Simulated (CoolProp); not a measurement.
R1224YDZ at several states: Z from the reference equation and from simpler models built on Tc = 428.7 K, pc = 3334 kPa, ω = 0.325; each cubic takes its own stable root.

Model: reference Helmholtz-energy equation of state, Akasaka 2023, in CoolProp.

| T (K) | p (kPa) | phase | reference | van der Waals | Redlich-Kwong | Soave-Redlich-Kwong | Peng-Robinson |
|---|---|---|---|---|---|---|---|
| 286.5 | 222 | liquid | 0.009942 | 0.9469 | 0.01166 | 0.01111 | 0.009824 |
| 170.9 | 6240 | liquid | 0.3878 | 0.6696 | 0.4534 | 0.4461 | 0.3982 |
| 208.2 | 477 | liquid | 0.02579 | 0.04450 | 0.02997 | 0.02918 | 0.02597 |
| 427.6 | 2690 | gas | 0.6139 | 0.6647 | 0.6288 | 0.6276 | 0.6011 |
| 407.7 | 13.5 | gas | 0.9983 | 0.9986 | 0.9984 | 0.9984 | 0.9982 |
| 445 | 1770 | gas | 0.8187 | 0.8337 | 0.8174 | 0.8229 | 0.8048 |

At some of these states van der Waals gives the other phase, because its saturation line lies elsewhere.
